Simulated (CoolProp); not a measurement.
Vapour-liquid equilibrium of cyclohexane (1) + n-nonane (2) at 120.15 °C; x and y are mole fractions of (1).

Model: multi-fluid Helmholtz-energy mixture model, Zhou 2014 and Lemmon 2006; pair parameters Bell 2016, in CoolProp.

Question: Give the bubble pressure and the first vapour's composition at x = 0.05, 0.55, 0.65. Is there an azeotrope?

Answer: x = 0.05: 0.05412 MPa, y = 0.261; x = 0.55: 0.1705 MPa, y = 0.879; x = 0.65: 0.1957 MPa, y = 0.917. No azeotrope shows between x = 0.05 and 0.95.

Pair parameters are fitted to limited data, so mixtures are less certain than the pure fluids.
